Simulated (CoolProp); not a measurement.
A simple Rankine cycle with R1336mzz(E): condensing at 329.15 K, boiler at 1.98 MPa, turbine inlet 401.6 K, turbine efficiency 0.8, pump efficiency 0.7, no recuperator. Each further row changes one setting.

Computed with CoolProp (reference Helmholtz-energy equation of state, Akasaka 2023).

```tsv
case	thermal efficiency (%)	net work (kJ/kg)	heat in (kJ/kg)	turbine exit temperature (K)	volume ratio over the turbine
as stated	8.7	14.8	170	361.3	(withheld)
condensing temperature 321.15 K	9.8	17.7	181	356.4	(withheld)
boiler pressure 1.39 MPa	(withheld)	(withheld)	181	375.5	2.93
turbine efficiency 0.7	7.5	12.7	170	363.5	4.69
```

### Question
Some entries are withheld; supply them.

### Answer

- as stated, volume ratio over the turbine: 4.65
- condensing temperature 321.15 K, volume ratio over the turbine: 5.89
- boiler pressure 1.39 MPa, thermal efficiency (%): 6.8
- boiler pressure 1.39 MPa, net work (kJ/kg): 12.4
